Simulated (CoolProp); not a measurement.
Aqueous calcium chloride as a coolant, 21 % by mass, freezing at -20.0 °C, 1 atm.

Model: Melinder's fits for secondary coolants, in CoolProp.

```json
[
 {"T (°C)": "-18.9", "density (kg/m³)": "1200", "cp (kJ/(kg K))": "___", "conductivity (W/(m K))": "0.517", "Prandtl number": "35.3"},
 {"T (°C)": "-10.8", "density (kg/m³)": "1197", "cp (kJ/(kg K))": "2.979", "conductivity (W/(m K))": "0.529", "Prandtl number": "26.2"},
 {"T (°C)": "-2.8", "density (kg/m³)": "1196", "cp (kJ/(kg K))": "3.005", "conductivity (W/(m K))": "0.540", "Prandtl number": "20.1"},
 {"T (°C)": "5.3", "density (kg/m³)": "1194", "cp (kJ/(kg K))": "3.030", "conductivity (W/(m K))": "0.552", "Prandtl number": "15.8"},
 {"T (°C)": "13.4", "density (kg/m³)": "1192", "cp (kJ/(kg K))": "___", "conductivity (W/(m K))": "0.564", "Prandtl number": "12.7"},
 {"T (°C)": "21.4", "density (kg/m³)": "1190", "cp (kJ/(kg K))": "3.073", "conductivity (W/(m K))": "0.575", "Prandtl number": "10.4"},
 {"T (°C)": "29.5", "density (kg/m³)": "___", "cp (kJ/(kg K))": "3.091", "conductivity (W/(m K))": "0.587", "Prandtl number": "8.68"},
 {"T (°C)": "37.5", "density (kg/m³)": "1181", "cp (kJ/(kg K))": "3.107", "conductivity (W/(m K))": "0.599", "Prandtl number": "7.35"}
]
```

Problem. What belongs in the gaps?

Solution. 
- -18.9, cp (kJ/(kg K)): 2.949
- 13.4, cp (kJ/(kg K)): 3.053
- 29.5, density (kg/m³): 1186
